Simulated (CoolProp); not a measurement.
Saturated liquid density (kg/m³) of water: the reference equation beside estimates from Tc = 647.1 K, pc = 22060 kPa, ω = 0.344.

Values from CoolProp's reference Helmholtz-energy equation of state, Wagner 2002.

| T (K) | reference | Redlich-Kwong | Soave-Redlich-Kwong | Peng-Robinson |
|---|---|---|---|---|
| 370.4 | 960.3 | 684.7 | 712.2 | 802.6 |
| 386.8 | 948.1 | 671.6 | 700.6 | 790.2 |
| 403.1 | 934.9 | 657.8 | 688.4 | 777.1 |
| 419.5 | 920.4 | 643.3 | 675.3 | 763.0 |
| 435.8 | 904.8 | 628.2 | 661.4 | 747.9 |
| 452.2 | 888.0 | 612.1 | 646.4 | 731.6 |
| 468.5 | 870.0 | 595.3 | 630.5 | 714.1 |
| 484.9 | 850.6 | 577.4 | 613.1 | 695.0 |
| 501.2 | 829.7 | 558.4 | 594.6 | 674.4 |
| 517.6 | 807.0 | 538.1 | 574.2 | 651.7 |
| 533.9 | 782.4 | 516.5 | 552.2 | 626.8 |
| 550.3 | 755.3 | 493.1 | 527.8 | 599.1 |
| 566.6 | 725.3 | 467.6 | 500.8 | 568.2 |

Absolute difference from the reference over all 13 rows, mean and median: Redlich-Kwong 31.8 and 31.6 %, Soave-Redlich-Kwong 27.9 and 27.5 %, Peng-Robinson 18.3 and 17.9 %.
